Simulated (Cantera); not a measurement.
Input (Python, Cantera) and output of one run.

```python
import numpy as np
import cantera as ct

gas_names = [...]  # 136 gases of nasa_gas.yaml made of C, H, N, O
cond_names = """
    C(gr) C6H6(L) C7H8(L) C8H18(L),n-octa H2O(s) H2O(L)
""".split()


# ... load() reads the species with a 1 bar reference pressure and builds the phases ...
atoms = {
    'C2H5OH': {'C': 2, 'H': 6, 'O': 1},
    'O2': {'O': 2},
    'N2': {'N': 2},
}
top_T = {'C(gr)': 4500}  # K; cautious upper limits of use, not melting points


# ... equilibrate(T, P, feed) seeds the gas with the atoms and calls Mixture.equilibrate('TP', solver="vcs", rtol=1e-11, max_steps=5000) ...
results = []
feed = {'C2H5OH': 1, 'O2': 0.038, 'N2': 0.31}  # mol
P = 33  # Pa
for T in [1875, 1975, 2075, 2175, 2275, 2375, 2475, 2575]:
    mix = equilibrate(T, P, feed)
    results.append((T, P, feed, dict(zip(mix.species_names, mix.species_moles))))

top = {s: max(r[3][s] / sum(r[3][g] for g in gas_names) for r in results) for s in gas_names}
cols = sorted((s for s in top if top[s] > 0.0001), key=lambda s: -top[s])[:6]
seen = [c for c in cond_names if any(r[3].get(c, 0) > 1e-12 for r in results)]
print("log10 of partial pressures in bar; condensed amounts in mol")
print(f"{'T/K':>10s}" + "".join(f"{s[:9]:>10s}" for s in cols + seen))
for T, P, feed, n in results:
    ng = sum(n[g] for g in gas_names)
    print(f"{T:10.4g}" + "".join(f"{np.log10(max(n[s] / ng * P / 1e5, 1e-99)):10.3f}" for s in cols)
          + "".join(f"{n.get(c, 0):10.4g}" for c in seen))
```

Result:

```
log10 of partial pressures in bar; condensed amounts in mol
       T/K        H2         H        CO        N2       HCN        C3     C(gr)
      1875    -3.663    -5.015    -4.098    -4.645    -6.213   -11.986    0.9135
      1975    -3.681    -4.704    -4.105    -4.655    -6.042   -10.828    0.9072
      2075    -3.713    -4.431    -4.117    -4.671    -5.900    -9.785    0.8982
      2175    -3.768    -4.195    -4.136    -4.695    -5.788    -8.839    0.8864
      2275    -3.855    -3.999    -4.163    -4.728    -5.711    -7.980     0.872
      2375    -3.987    -3.844    -4.198    -4.769    -5.671    -7.194    0.8542
      2475    -4.170    -3.733    -4.236    -4.813    -5.669    -6.474    0.8225
      2575    -4.406    -3.663    -4.270    -4.854    -5.701    -5.812    0.7223
```

Cantera equilibrium calculation (NASA polynomials, part measured and part estimated; ideal gas, pure solids and liquids).
